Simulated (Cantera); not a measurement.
A perfectly stirred reactor is fed with CH₄ : O₂ : N₂ = 1 : 2.44 : 9.17 (molar parts), equivalence ratio 0.82, at 760 Torr; it is adiabatic with a 373 K inlet, and is followed from long to short residence time, starting on the burning branch (τ in s: 0.068, 0.035, 0.018, 0.0096, 0.005, 0.0026, 0.0014, 0.00071, 0.00037, 0.00019, 0.0001, 5.3e-05, 2.8e-05).

Computed with Cantera and GRI-Mech 3.0 (53 species, 325 reactions).

Task: What does this change do: pressure from 760 Torr to 3750 Torr?

Result: 
```
quantity                                                                       before                               after
------------------------------------------------  -----------------------------------  ----------------------------------
blow-out, bracketed by the residence times tried  burning at 0.100 ms, out at 53.0 µs  burning at 53.0 µs, out at 28.0 µs
x(CH₄) at τ = 68.0 ms                                                         6.42e-6                             2.69e-6
x(O₂) at τ = 68.0 ms                                                           0.0351                              0.0346
x(H) at τ = 68.0 ms                                                          0.000128                             2.30e-5
x(N₂O) at τ = 68.0 ms                                                         2.56e-7                             4.90e-7
x(NO) at τ = 68.0 ms                                                         0.000305                            0.000482
x(CH₄) at τ = 1.40 ms                                                         1.00e-4                             5.96e-5
x(O₂) at τ = 1.40 ms                                                           0.0400                              0.0362
x(H) at τ = 1.40 ms                                                           0.00214                            0.000187
x(N₂O) at τ = 1.40 ms                                                         2.41e-7                             1.01e-6
x(NO) at τ = 1.40 ms                                                          5.67e-5                             7.53e-5
```

Task: What does this change do: inlet temperature 373 to 725 K?

Result: 
```
quantity                                                                       before                               after
------------------------------------------------  -----------------------------------  ----------------------------------
blow-out, bracketed by the residence times tried  burning at 0.100 ms, out at 53.0 µs  burning at 53.0 µs, out at 28.0 µs
x(CH₄) at τ = 68.0 ms                                                         6.42e-6                             2.49e-6
x(O₂) at τ = 68.0 ms                                                           0.0351                              0.0349
x(H) at τ = 68.0 ms                                                          0.000128                            0.000449
x(N₂O) at τ = 68.0 ms                                                         2.56e-7                             3.27e-7
x(NO) at τ = 68.0 ms                                                         0.000305                             0.00258
x(CH₄) at τ = 1.40 ms                                                         1.00e-4                             5.71e-5
x(O₂) at τ = 1.40 ms                                                           0.0400                              0.0406
x(H) at τ = 1.40 ms                                                           0.00214                             0.00265
x(N₂O) at τ = 1.40 ms                                                         2.41e-7                             2.46e-7
x(NO) at τ = 1.40 ms                                                          5.67e-5                            0.000191
```
